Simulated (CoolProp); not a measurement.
R1224YDZ at several states: fugacity coefficient from the reference equation and from simpler models built on Tc = 155.5 °C, pc = 3.334 MPa, ω = 0.325; each cubic takes its own stable root.

Values from CoolProp's reference Helmholtz-energy equation of state, Akasaka 2023.

| T (°C) | p (MPa) | phase | reference |
|---|---|---|---|
| 13.35 | 0.222 | liquid | 0.4135 |
| -102.25 | 6.24 | liquid | 4.316e-6 |
| -64.95 | 0.477 | liquid | 0.002214 |
| 154.45 | 2.69 | gas | 0.7256 |
| 134.55 | 0.0135 | gas | 0.9983 |
| 171.85 | 1.77 | gas | 0.8434 |

Problem. How far does each simpler model (van der Waals, Redlich-Kwong) lie from the reference over these 6 states: mean and median of the absolute difference, and the worst?

Solution. 
- van der Waals: mean 21288.9 %, median 67.1 %, worst +120497.8 % at -102.25 °C and 6.24 MPa
- Redlich-Kwong: mean 233.7 %, median 50.2 %, worst +917.4 % at -102.25 °C and 6.24 MPa

At some of these states van der Waals gives the other phase, because its saturation line lies elsewhere.
